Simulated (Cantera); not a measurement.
Charge: 1 mol CF4, 0.01 mol CH4, 0.16 mol H2, at 0.623 Torr.

These are equilibrium values from Cantera (NASA tables, ideal gas, pure condensed phases), not measurements of a reactor. Candidate condensed phases: C, C6H6, C7H8, C8H18; 95 gas species. Gases not in the tables: C2F6 and larger saturated fluorocarbons. Rates play no part.

### Question
Which condensed phases are stable at each of these points (T (°C)): 1450, 1550, 1650, 1750, 1850, 1950, 2050, 2150, 2250, 2350?

### Answer
| T (°C) | condensed phases | C condensed (%) |
|---|---|---|
| 1450 | C(graphite) | 8.7 |
| 1550 | C(graphite) | 6.8 |
| 1650 | C(graphite) | 2.5 |
| 1750 | gas only | 0.0 |
| 1850 | gas only | 0.0 |
| 1950 | C(graphite) | 10.0 |
| 2050 | C(graphite) | 35.9 |
| 2150 | C(graphite) | 56.4 |
| 2250 | C(graphite) | 67.6 |
| 2350 | C(graphite) | 68.7 |

From 1450 °C to 1650 °C the condensed part is C(graphite). From 1750 °C to 1850 °C nothing is condensed. From 1950 °C to 2350 °C the condensed part is C(graphite).
